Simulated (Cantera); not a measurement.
Input (Python, Cantera) and output of one run.

```python
import numpy as np
import cantera as ct

gas_names = [...]  # 92 gases of nasa_gas.yaml made of C, H, N
cond_names = """
    C(gr) C6H6(L) C7H8(L) C8H18(L),n-octa
""".split()


# ... load() reads the species with a 1 bar reference pressure and builds the phases ...
atoms = {
    'CH4': {'C': 1, 'H': 4},
    'NH3': {'N': 1, 'H': 3},
    'N2': {'N': 2},
}
top_T = {'C(gr)': 4500}  # K; cautious upper limits of use, not melting points


# ... equilibrate(T, P, feed) seeds the gas with the atoms and calls Mixture.equilibrate('TP', solver="vcs", rtol=1e-11, max_steps=5000) ...
results = []
feed = {'CH4': 1, 'NH3': 0.046, 'N2': 0.27}  # mol
T = 750  # K
P = 17000  # Pa
mix = equilibrate(T, P, feed)
results.append((T, P, feed, dict(zip(mix.species_names, mix.species_moles))))
x = sorted(zip(gas.X, gas.species_names), reverse=True)
print(f"T = {T:g} K  P = {P:g} Pa  gas = {mix.phase_moles(0):.4g} mol")
print("   x: " + "  ".join(f"{s} {v:.3e}" for v, s in x if v > 0.001))
print("   condensed (mol): " + ("  ".join(f"{mix.phase(i).name} {mix.phase_moles(i):.4g}"
      for i in range(1, mix.n_phases) if mix.phase_moles(i) > 1e-12) or "none"))
```

Result:

```
T = 750 K  P = 17000 Pa  gas = 1.941 mol
   x: H2 6.320e-01  CH4 2.169e-01  N2 1.509e-01
   condensed (mol): C(gr) 0.579
```

These are equilibrium values from Cantera (NASA tables, ideal gas, pure condensed phases), not measurements of a reactor.
